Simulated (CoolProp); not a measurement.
Model: reference Helmholtz-energy equation of state, de Reuck 1990, in CoolProp.

**Question.** Give the vapour pressure (bar), enthalpy of vaporisation (kJ/kg), vapour Z of saturated fluorine at 106.3, 115.7 K.

**Answer.** 
| T (K) | p (bar) | enthalpy of vaporisation (kJ/kg) | vapour Z |
|---|---|---|---|
| 106.3 | 6.89 | 150 | 0.875 |
| 115.7 | 12.7 | 136 | 0.812 |
